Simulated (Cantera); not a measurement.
Input: 1 mol Ta(OEt)5, 0.54 mol CO2, equilibrated at 1350 K and 1.10 Pa.

These are equilibrium values from Cantera (NASA tables, ideal gas, pure condensed phases), not measurements of a reactor. Candidate condensed phases: C, C6H6, C7H8, C8H18, H2O, Ta, TaC, Ta2O5; 113 gas species. The feed counts by its element totals alone. TaC: taken at fixed stoichiometry. Condensed phases not in the tables: Ta2C. The numbers say what is thermodynamically allowed, not how fast it happens.

Base state: H2 0.672, CO 0.327, H 0.000589 (mole fractions); condensed: C(graphite) + TaC(s).

Problem. What changes in the equilibrium state with this change: temperature from 1350 K to 2223.15 K?

Solution. 
```csv
species,before,after
H,0.000589,0.663
CO,0.327,0.219
H2,0.672,0.118
C3,<1e-9,0.000349
C,<1e-9,0.000209
C2H,<1e-9,7.11e-5
C2,<1e-9,3.06e-5
C2H2 (acetylene),8.33e-7,0.000341
"C(graphite), mol",3.46,3.40
"TaC(s), mol",1.00,1.00
```
